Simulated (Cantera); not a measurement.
Feed: 1 mol BN, 14 mol Cl₂, 9.7 mol N₂, at 1400 °C and 5.48 Torr.

Method: chemical equilibrium by Gibbs-energy minimisation in Cantera with the NASA 1993 tables (ideal gas, pure condensed phases). Candidate condensed phases: B, BN; 10 gas species. Rates play no part.

Base state: Cl 0.576, N₂ 0.306, Cl₂ 0.0876, BCl₃ 0.0300 (mole fractions); condensed: gas only.

### Question
What changes in the equilibrium state with this change: 0.31 mol H₂ added?

### Answer
| species | before | after |
|---|---|---|
| Cl | 0.576 | 0.563 |
| N₂ | 0.306 | 0.305 |
| Cl₂ | 0.0876 | 0.0836 |
| HCl | 0 | 0.0186 |
| BCl₃ | 0.0300 | 0.0299 |
Further candidate phases: NH₄Cl.
